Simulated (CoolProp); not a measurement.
C2F6 (R116) along the isobar 0.742 MPa: fugacity coefficient from the reference equation and from simpler models built on Tc = 293.0 K, pc = 3.048 MPa, ω = 0.257; each cubic takes its own stable root.

Computed with CoolProp (reference Helmholtz-energy equation of state, Lemmon 2006). It is a short technical equation, of lower accuracy than the large ones.

| T (K) | phase | reference |
|---|---|---|
| 252.6 | gas | 0.8673 |
| 266.9 | gas | 0.8899 |
| 281.3 | gas | 0.9078 |
| 295.7 | gas | 0.9222 |
| 310 | gas | 0.9339 |
| 324.4 | gas | 0.9436 |
| 338.8 | gas | 0.9517 |
| 353.2 | gas | 0.9585 |
| 367.5 | gas | 0.9642 |
| 381.9 | gas | 0.9691 |
| 396.3 | gas | 0.9733 |
| 410.6 | gas | 0.9770 |
| 425 | gas | 0.9801 |

### Question
How far does each simpler model (van der Waals, Redlich-Kwong, Soave-Redlich-Kwong, Peng-Robinson) lie from the reference over these 13 states: mean and median of the absolute difference, and the worst?

### Answer
- van der Waals: mean 0.9 %, median 0.7 %, worst +3.5 % at 252.6 K and 0.742 MPa
- Redlich-Kwong: mean 0.5 %, median 0.6 %, worst +0.9 % at 252.6 K and 0.742 MPa
- Soave-Redlich-Kwong: mean 0.1 %, median 0.1 %, worst -0.2 % at 295.7 K and 0.742 MPa
- Peng-Robinson: mean 0.8 %, median 0.9 %, worst -1.1 % at 281.3 K and 0.742 MPa
